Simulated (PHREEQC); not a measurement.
Dissolve 85 mmol/kgw NH4HF2, 0.13 mmol/kgw H2SiF6 and 76 mmol/kgw HBF4 at 25 °C. Closed to the air; pH follows from the charge balance.

Equilibrium calculation in PHREEQC: ion-association model, phreeqc.dat.

**Question.** The ionic strength comes out as 0.0968 mol/kgw. What activity coefficients do BF2(OH)2-, NH4+, F-, HF2-, SiF6-2 get?

**Answer.** BF2(OH)2- 0.78, NH4+ 0.75, F- 0.76, HF2- 0.78, SiF6-2 0.38.

Precipitation was switched off in this run. SiF6-2 is the database's only silicon fluoride. Real BF4- forms and hydrolyses slowly; the run takes it at equilibrium.
